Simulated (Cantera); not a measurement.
Feed: 1 mol Nb, 0.87 mol O2, 3.3 mol H2, at 1.50 Pa.

Cantera equilibrium calculation (NASA polynomials, part measured and part estimated; ideal gas, pure solids and liquids). Candidate condensed phases: H2O, Nb, NbO, NbO2, Nb2O5; 12 gas species. Mutual solubility and eutectic melting of coexisting phases are not modelled. NbO: taken at fixed stoichiometry. Condensed phases not in the tables: the oxides between NbO2 and Nb2O5, N, O or C dissolved in the metal. Kinetics and transport are ignored.

log p: log10 of the partial pressure in bar; n: condensed amount in mol.

| T (K) | log p H | log p H2 | log p NbO2 | log p NbO | log p O | log p H2O | n NbO(s) | n NbO2(s) | n Nb(s) |
|---|---|---|---|---|---|---|---|---|---|
| 1948 | -5.46 | -5.02 | -5.76 | -7.22 | -9.05 | -7.00 | 0.272 | 0.206 | 0 |
| 1998 | -5.34 | -5.10 | -5.65 | -6.82 | -8.90 | -7.27 | 0.230 | 0 | 0 |
| 2048 | … | … | -5.67 | … | -8.89 | … | … | 0 | 0 |
| 2098 | … | … | -5.70 | -6.16 | … | -7.99 | 0 | 0 | … |
| 2148 | -5.08 | -5.39 | -5.73 | -6.18 | -8.45 | -8.03 | 0 | 0 | 0 |
| 2198 | -5.02 | -5.52 | -5.76 | -6.20 | -8.09 | -8.09 | 0 | 0 | 0 |
| 2248 | -4.97 | -5.68 | -5.79 | -6.21 | -7.76 | -8.18 | 0 | 0 | 0 |
| 2298 | -4.94 | -5.85 | -5.81 | -6.22 | -7.45 | -8.30 | 0 | 0 | 0 |
| 2348 | -4.92 | -6.03 | -5.83 | -6.21 | -7.16 | -8.45 | 0 | 0 | 0 |
| 2398 | -4.91 | -6.22 | -5.86 | -6.18 | -6.92 | -8.62 | 0 | 0 | 0 |

Problem. Fill in the missing entries.

Solution. 
- 2098, log p H: -5.15
- 2098, log p H2: -5.28
- 2098, log p O: -8.80
- 2098, n Nb(s): 0.00406
- 2048, log p H: -5.24
- 2048, log p H2: -5.17
- 2048, log p NbO: -6.44
- 2048, log p H2O: -7.66
- 2048, n NbO(s): 0.145
